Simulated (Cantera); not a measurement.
A closed system holds: 1 mol MgSO4, 0.046 mol CO2, equilibrated at 1398.15 K and 420 Pa.

Equilibrium computed with Cantera from the NASA thermochemical tables; the gas is ideal and each condensed phase is pure. Candidate condensed phases: C, Mg, MgCO3, MgO, MgS, MgSO4, S; 26 gas species. Rates play no part.

Base state: SO2 0.646, O2 0.323, CO2 0.0298, SO3 0.00155 (mole fractions); condensed: MgO(s).

### Question
What changes in the equilibrium state with this change: temperature from 1398.15 K to 1475 K?

### Answer
```
species       before    after
-----------  -------  -------
SO2            0.646    0.646
O2             0.323    0.323
CO2           0.0298   0.0298
SO3          0.00155  0.00101
O            8.06e-6  2.52e-5
MgO(s), mol     1.00     1.00
```
